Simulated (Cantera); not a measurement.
An isothermal plug-flow reactor at 798 K and 0.651 atm (inlet), inlet velocity 4.3 m/s, active area per volume 160 1/m; feed CO : O₂ : N₂ = 0.02 : 0.012 : 0.79 (molar parts).

Computed with Cantera and Deutschmann's 1995 Pt surface mechanism with GRI-Mech 3.0 gas chemistry. Catalytic surfaces can have several steady states; this one follows from the mechanism file's or the stated starting coverage. Mass transfer to the wall is taken as infinitely fast.

Q: Predict: x(CO) at z = 0.012 m; x(O₂) at z = 0.012 m; x(CO₂) at z = 0.012 m; θ(free Pt) at the exit; θ(O*) at the exit; θ(CO*) at the exit.

A: 
```json
{
  "x(CO) at z = 0.012 m": "0.0222",
  "x(O₂) at z = 0.012 m": "0.0136",
  "x(CO₂) at z = 0.012 m": "0.00211",
  "θ(free Pt) at the exit": "0.141",
  "θ(O*) at the exit": "0.00151",
  "θ(CO*) at the exit": "0.858"
}
```
